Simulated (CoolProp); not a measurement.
A single-stage vapour-compression cycle with R236EA: evaporating at 253.15 K (dew point), condensing at 299.15 K (bubble point), superheat 8 K, subcooling 5 K, compressor efficiency 0.9, no pressure losses. Each further row changes one setting.

Computed with CoolProp (reference Helmholtz-energy equation of state, Rui 2013).

```tsv
case	cooling COP	pressure ratio	discharge temperature (K)	refrigerating effect (kJ/kg)	volumetric capacity (kJ/m³)
as stated	4.20	7.00	304.0	134	290
evaporating temperature 258.15 K	4.93	5.44	303.8	138	378
condensing temperature 294.15 K	4.85	5.87	299.8	140	304
subcooling 10 K	4.40	7.00	304.0	140	304
superheat 18 K	4.28	7.00	314.4	142	296
compressor efficiency 0.8	3.73	7.00	308.4	134	290
```
